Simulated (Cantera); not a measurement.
An isothermal, constant-pressure homogeneous reactor starts with NH3 : H2 = 1 : 8.8 (molar parts), at 1725 K and 0.690 bar. Integrator tolerance rtol = 1e-08.

Computed with Cantera and the gas-phase N/H chemistry of the illustrative SiF4/NH3 mechanism in the Surface Chemkin manual (1991). Walls and surfaces, which speed up NH3 decomposition in real reactors, are not modelled.

Question: What does this change do: H2 8.8 to 2 parts?

Answer: 
| quantity | before | after |
|---|---|---|
| x(NH3) at 8.00 s | 0.0304 (gas-phase equilibrium 4.70e-6) | 0.0435 (gas-phase equilibrium 6.79e-6) |
| x(H2) at 8.00 s | 0.937 (gas-phase equilibrium 0.953) | 0.848 (gas-phase equilibrium 0.875) |
| x(N2H2) at 8.00 s | 5.57e-9 (gas-phase equilibrium <1e-12) | 1.14e-8 (gas-phase equilibrium <1e-12) |
| x(NH) at 8.00 s | 1.90e-7 (gas-phase equilibrium 3.59e-11) | 2.68e-7 (gas-phase equilibrium 5.65e-11) |
| x(NH2) at 8.00 s | 1.63e-5 (gas-phase equilibrium 2.79e-9) | 2.32e-5 (gas-phase equilibrium 4.20e-9) |
| x(N2H4) at 8.00 s | 1.15e-9 (gas-phase equilibrium <1e-12) | 2.33e-9 (gas-phase equilibrium <1e-12) |
